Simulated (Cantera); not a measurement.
Mixture: C3H8 : O2 : N2 = 1 : 3.12 : 11.8 (molar parts), at 0.345 atm, adiabatic and at constant volume. Ignition delay is the time to a rise of 400 K.

Cantera simulation using GRI-Mech 3.0 (53 species, 325 reactions); the numbers are that mechanism's predictions, not measurements. GRI-Mech 3.0 was tuned for natural gas; its chemistry of propane as a main component is partial and can be far from experiment.

Predict: delay at 1200 K; delay at 1400 K; delay at 1600 K; delay at 1800 K; delay at 2000 K; apparent activation energy between 1900 and 2100 K.


- delay at 1200 K: 9.36 ms
- delay at 1400 K: 0.403 ms
- delay at 1600 K: 71.3 µs
- delay at 1800 K: 26.9 µs
- delay at 2000 K: 14.5 µs
- apparent activation energy between 1900 and 2100 K: 85 kJ/mol
